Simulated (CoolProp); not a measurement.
Vapour-liquid equilibrium of fluoroethane (R161) (1) + R1234yf (2) at 55.95 °C; x and y are mole fractions of (1).

The numbers come from the multi-fluid Helmholtz-energy mixture model, Wu 2012 and Lemmon 2022; pair parameters Bell 2016 in CoolProp.

Problem. Give the bubble pressure and the first vapour's composition at x = 0.2, 0.35, 0.875. Is there an azeotrope?

Solution. x = 0.2: 1613 kPa, y = 0.236; x = 0.35: 1696 kPa, y = 0.397; x = 0.875: 1939 kPa, y = 0.889. No azeotrope shows between x = 0.05 and 0.95.

Pair parameters are fitted to limited data, so mixtures are less certain than the pure fluids.
